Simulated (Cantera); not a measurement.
Charge: 1 mol n-butane, 0.069 mol NH3, 18 mol N2, 0.49 mol CO2, at 13.3 mbar.

Equilibrium computed with Cantera from the NASA thermochemical tables; the gas is ideal and each condensed phase is pure. Candidate condensed phases: C, C6H6, C7H8, C8H18, H2O; 136 gas species. Equilibrium is a limit: real reactors are often held back by kinetics, nucleation or transport.

x: gas mole fraction; n: condensed amount in mol.

| T (K) | x N2 | x H2 | x H | x CO | x HCN | x HNC | n C(graphite) |
|---|---|---|---|---|---|---|---|
| 1000 | 0.748 | 0.211 | 9.04e-9 | 0.0406 | 2.06e-6 | ? | 3.51 |
| 1150 | 0.748 | 0.212 | 2.97e-7 | 0.0406 | 1.66e-5 | ? | 3.51 |
| 1300 | 0.748 | 0.212 | 4.41e-6 | 0.0406 | 8.23e-5 | ? | 3.51 |
| 1450 | 0.748 | 0.211 | 3.77e-5 | 0.0406 | 0.000292 | ? | 3.50 |
| 1600 | 0.747 | 0.211 | 0.000216 | 0.0406 | 0.000813 | ? | 3.49 |
| 1750 | 0.746 | 0.210 | 0.000923 | 0.0406 | 0.00189 | ? | 3.46 |
| 1900 | 0.745 | 0.208 | 0.00313 | 0.0406 | 0.00383 | ? | 3.41 |
| 2050 | 0.741 | 0.202 | 0.00884 | 0.0405 | 0.00692 | ? | 3.32 |
| 2200 | 0.734 | 0.192 | 0.0214 | 0.0402 | 0.0113 | ? | 3.19 |
| 2350 | 0.721 | 0.174 | 0.0451 | 0.0397 | 0.0168 | ? | 3.00 |

Q: Some entries are withheld; supply them.

A: 
- 1000, x HNC: 3.05e-9
- 1150, x HNC: 6.37e-8
- 1300, x HNC: 6.57e-7
- 1450, x HNC: 4.16e-6
- 1600, x HNC: 1.86e-5
- 1750, x HNC: 6.40e-5
- 1900, x HNC: 0.000180
- 2050, x HNC: 0.000429
- 2200, x HNC: 0.000894
- 2350, x HNC: 0.00164
